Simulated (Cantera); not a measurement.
**Ignition delay**

Mixture: CH4 : CO : O2 : N2 : H2O = 1 : 0.79 : 4.99 : 18.8 : 3.2 (molar parts), at 0.330 bar, adiabatic and at constant pressure. Ignition delay is the time to a rise of 400 K.

Detailed kinetics in Cantera: GRI-Mech 3.0 (53 species, 325 reactions).

```json
[
 {"T0 (K)": "1275", "delay (ms)": "27.7"},
 {"T0 (K)": "1325", "delay (ms)": "14.4"},
 {"T0 (K)": "1375", "delay (ms)": "7.98"},
 {"T0 (K)": "1425", "delay (ms)": "4.69"},
 {"T0 (K)": "1475", "delay (ms)": "2.92"},
 {"T0 (K)": "1525", "delay (ms)": "1.91"},
 {"T0 (K)": "1575", "delay (ms)": "1.31"},
 {"T0 (K)": "1625", "delay (ms)": "0.945"},
 {"T0 (K)": "1675", "delay (ms)": "0.712"}
]
```

- apparent activation energy between 1575 and 1675 K: 130 kJ/mol
